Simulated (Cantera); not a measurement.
## Premixed flame

A freely propagating, adiabatic, planar premixed flame of 48.5 % H₂, 10.1 % O₂, 41.4 % N₂, equivalence ratio 2.4, unburnt at 500 K and 500000 Pa; mixture-averaged transport, grid criteria slope 0.08 and curve 0.16, no radiation.

Computed with Cantera and the H2/O2 subset of GRI-Mech 3.0, which has no nitrogen chemistry. The hydrogen kinetics of GRI-Mech 3.0 are dated; newer H2 mechanisms differ, most at raised pressure. Burning velocities carry a grid error of a few per cent, more on coarse grids.

```tsv
z (mm)	T (K)	u (m/s)	x H₂	x O₂	x H₂O₂	x H	x HO₂	x OH
-0.169	500	5.48	0.485	0.101	<1e-8	<1e-8	<1e-8	<1e-8
-0.113	500	5.48	0.485	0.101	<1e-8	<1e-8	<1e-8	<1e-8
-0.0847	500	5.48	0.485	0.101	<1e-8	<1e-8	1.64e-7	<1e-8
-0.0565	503	5.50	0.484	0.101	1.46e-7	<1e-8	3.83e-6	<1e-8
-0.0282	584	6.26	0.470	0.102	2.83e-5	8.77e-5	0.000602	6.24e-5
-0.0141	882	9.17	0.435	0.0925	6.08e-5	0.00335	0.000619	0.000637
0	1252	12.7	0.380	0.0661	1.87e-5	0.0162	0.000283	0.00110
0.0141	1512	15.3	0.329	0.0332	3.03e-6	0.0316	0.000126	0.00174
0.0282	1652	16.6	0.302	0.0130	1.25e-6	0.0391	4.75e-5	0.00190
0.0565	1768	17.7	0.291	0.00179	4.82e-7	0.0379	6.20e-6	0.00182
0.113	1856	18.5	0.295	0.000112	2.15e-7	0.0287	4.22e-7	0.00160
0.226	1929	19.1	0.301	1.99e-5	1.01e-7	0.0189	1.06e-7	0.00121
0.452	1981	19.6	0.306	7.68e-6	4.34e-8	0.0115	4.49e-8	0.000806
```
x: mole fraction of selected species; z is measured from the peak of heat release.

| Quantity | Result |
|---|---|
| laminar burning velocity | 548 cm/s |
| thermal thickness | 0.0565 mm |
| peak x(H₂O₂) | 6.30e-5 |
| peak x(H) | 0.0401 |
| peak x(HO₂) | 0.000862 |
| peak x(OH) | 0.00190 |
